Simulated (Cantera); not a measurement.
A perfectly stirred reactor is fed with 59.5 % N₂O, 40.5 % N₂, at 20.0 Torr; it is held at 1523 K, and followed from long to short residence time.

Cantera simulation using GRI-Mech 3.0 (53 species, 325 reactions); the numbers are that mechanism's predictions, not measurements. GRI-Mech 3.0 was tuned for natural gas; its chemistry of N2O as a main component is partial and can be far from experiment. Radical loss at walls, strong at low pressure, is not modelled. The temperature is held fixed by assumption; the heat of reaction is taken as removed at once.

x: mole fraction; the columns are a selection and need not sum to one.

| τ (s) | x N₂O | x NO | x O | x O₂ | x N₂ | x NO₂ |
|---|---|---|---|---|---|---|
| 28 | 0.00908 | 0.102 | 6.96e-5 | 0.175 | 0.714 | 3.15e-5 |
| 10 | 0.0233 | 0.108 | 7.98e-5 | 0.166 | 0.702 | 3.08e-5 |
| 3.9 | 0.0548 | 0.105 | 8.50e-5 | 0.155 | 0.684 | 2.86e-5 |
| 1.4 | 0.130 | 0.0923 | 8.75e-5 | 0.133 | 0.645 | (withheld) |
| 0.54 | 0.249 | 0.0691 | 8.85e-5 | 0.0989 | 0.583 | (withheld) |
| 0.20 | 0.392 | 0.0406 | 8.88e-5 | 0.0578 | 0.509 | (withheld) |
| 0.075 | 0.499 | 0.0193 | 8.89e-5 | 0.0275 | 0.455 | (withheld) |
| 0.028 | 0.555 | 0.00801 | 8.86e-5 | 0.0114 | 0.425 | (withheld) |
| 0.010 | 0.580 | 0.00296 | 8.78e-5 | 0.00422 | 0.412 | (withheld) |
| 0.0039 | 0.589 | 0.00115 | 8.58e-5 | 0.00163 | 0.408 | (withheld) |
| 0.0015 | 0.593 | 0.000419 | 8.10e-5 | 0.000597 | 0.406 | (withheld) |

**Question.** Fill in the missing entries.

**Answer.** 
- 1.4, x NO₂: 2.33e-5
- 0.54, x NO₂: 1.56e-5
- 0.20, x NO₂: 7.79e-6
- 0.075, x NO₂: 3.06e-6
- 0.028, x NO₂: 9.67e-7
- 0.010, x NO₂: 2.24e-7
- 0.0039, x NO₂: 4.52e-8
- 0.0015, x NO₂: 7.02e-9
